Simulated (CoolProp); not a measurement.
Vapour-liquid equilibrium of dimethyl ether (1) + isobutane (2) at -37.55 °C; x and y are mole fractions of (1).

Model: multi-fluid Helmholtz-energy mixture model, Wu 2011 and Bücker 2006; pair parameters Bell 2016, in CoolProp.

```
x     bubble pressure, mixture model (MPa)  bubble pressure, Raoult's law (MPa)  y, mixture model  y, Raoult's law
----  ------------------------------------  -----------------------------------  ----------------  ---------------
0.05                               0.03608                              0.03365             0.142            0.083
0.15                               0.04192                              0.03602             0.329            0.234
0.25                               0.04632                              0.03838             0.449            0.366
0.35                               0.04964                              0.04075             0.535            0.482
0.45                               0.05216                              0.04311             0.604            0.586
0.55                               0.05407                              0.04548             0.665            0.679
0.65                               0.05550                              0.04785             0.722            0.762
0.75                               0.05647                              0.05021             0.783            0.838
0.85                               0.05693                              0.05258             0.854            0.907
0.95                               0.05665                              0.05494             0.943            0.970
```

The largest gap from Raoult's law is +21.8 % in bubble pressure, at x = 0.35. y crosses x between x = 0.85 and 0.95: the model has an azeotrope there.

The pair parameters rest on a limited set of measurements; away from them the model extrapolates.
